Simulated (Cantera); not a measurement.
A Cantera script and what it prints.

```python
import numpy as np
import cantera as ct

gas_names = """
    C CH CH2 CH3 CH2OH CH3O CH4 CH3OH CO CO2 COOH C2 C2H CHCO,ketyl C2H2,acetylene C2H2,vinylidene
    CH2CO,ketene C2H3,vinyl CH3CO,acetyl C2H4 C2H4O,ethylen CH3CHO,ethanal CH3COOH (HCOOH)2 C2H5 C2H6
    CH3OCH3 C2H5OH C2O C3 C3H3,propargyl C3H4,allene C3H4,propyne C3H4,cyclo- C3H5,allyl C3H6,propylene
    C3H6,cyclo- C3H6O C3H7,n-propyl C3H7,i-propyl C3H8 C3H8O,1propanol C3H8O,2propanol C3O2 C4 C4H2
    C4H4,1,3-cyclo- C4H6,butadiene C4H6,2-butyne C4H6,cyclo- C4H8,1-butene C4H8,cis2-buten
    C4H8,tr2-butene C4H8,isobutene C4H8,cyclo- (CH3COOH)2 C4H9,n-butyl C4H9,i-butyl C4H9,s-butyl
    C4H9,t-butyl C4H10,isobutane C4H10,n-butane C5 C5H6,1,3cyclo- C5H8,cyclo- C5H10,1-pentene
    C5H10,cyclo- C5H11,pentyl C5H11,t-pentyl C5H12,n-pentane C5H12,i-pentane CH3C(CH3)2CH3 C6H2
    C6H5,phenyl C6H5O,phenoxy C6H6 C6H5OH,phenol C6H10,cyclo- C6H12,1-hexene C6H12,cyclo- C6H13,n-hexyl
    C7H7,benzyl C7H8 C7H8O,cresol C7H14,1-heptene C7H15,n-heptyl C7H16,n-heptane C8H8,styrene
    C8H10,ethylbenz C8H16,1-octene C8H17,n-octyl C8H18,isooctane C8H18,n-octane C9H19,n-nonyl
    C10H8,naphthale C10H21,n-decyl C12H9,o-bipheny C12H10,bipheny H HCO HO2 H2 HCHO,formaldehy HCOOH H2O
    H2O2 Mg MgH MgO MgOH MgO2H2 Mg2 O OH O2 O3
""".split()
cond_names = """
    C(gr) C6H6(L) C7H8(L) C8H18(L),n-octa H2O(s) H2O(L) Mg(cr) Mg(L) MgCO3(s) MgO(s) MgO(L) MgO2H2(s)
""".split()


def load(file, names, dense=False):
    # The tables refer to 1 bar. Condensed volumes are neglected.
    table = {s.name: s for s in ct.Species.list_from_file(file)}
    out = []
    for n in names:
        d = dict(table[n].input_data)
        d["thermo"] = dict(d["thermo"], **{"reference-pressure": 1e5})
        if dense:
            d["equation-of-state"] = {"model": "constant-volume", "density": "1e6 g/cm^3"}
        out.append(ct.Species.from_dict(d))
    return out


gas = ct.Solution(thermo="ideal-gas", species=load("nasa_gas.yaml", gas_names))
cond = {s.name: ct.Solution(thermo="fixed-stoichiometry", species=[s], name=s.name)
        for s in load("nasa_condensed.yaml", cond_names, dense=True)}
atoms = {
    'Mg(OH)2': {'Mg': 1, 'O': 2, 'H': 2},
    'C': {'C': 1},
    'H2': {'H': 2},
}
top_T = {'C(gr)': 4500}  # K; cautious upper limits of use, not melting points


def equilibrate(T, P, feed):
    n = {}
    for name, mol in feed.items():
        for a, k in atoms[name].items():
            n[a] = n.get(a, 0.0) + k * mol
    gas.TPX = T, P, n
    mass = sum(n.values()) * gas.mean_molecular_weight
    gas.equilibrate("TP")
    valid = [c for c in cond.values() if c.min_temp <= T <= top_T.get(c.name, c.max_temp)]
    mix = ct.Mixture([(gas, mass / gas.mean_molecular_weight)] + [(c, 0.0) for c in valid])
    mix.T, mix.P = T, P
    mix.equilibrate("TP", solver="vcs", rtol=1e-11, max_steps=5000)
    return mix


results = []
feed = {'Mg(OH)2': 1, 'C': 1.7, 'H2': 0.022}  # mol
T = 1650  # K
P = 1400  # Pa
mix = equilibrate(T, P, feed)
results.append((T, P, feed, dict(zip(mix.species_names, mix.species_moles))))
x = sorted(zip(gas.X, gas.species_names), reverse=True)
print(f"T = {T:g} K  P = {P:g} Pa  gas = {mix.phase_moles(0):.4g} mol")
print("   x: " + "  ".join(f"{s} {v:.3e}" for v, s in x if v > 1e-06))
print("   condensed (mol): " + ("  ".join(f"{mix.phase(i).name} {mix.phase_moles(i):.4g}"
      for i in range(1, mix.n_phases) if mix.phase_moles(i) > 1e-12) or "none"))
```

Output:

```
T = 1650 K  P = 1400 Pa  gas = 3.422 mol
   x: CO 4.967e-01  H2 2.983e-01  Mg 2.044e-01  H 4.194e-04  MgH 1.582e-04  H2O 3.536e-06  C2H2,acetylene 1.939e-06  CO2 1.833e-06
   condensed (mol): MgO(s) 0.3
```

These are equilibrium values from Cantera (NASA tables, ideal gas, pure condensed phases), not measurements of a reactor. The tables' values for MgH are old estimates; treat these amounts as uncertain.
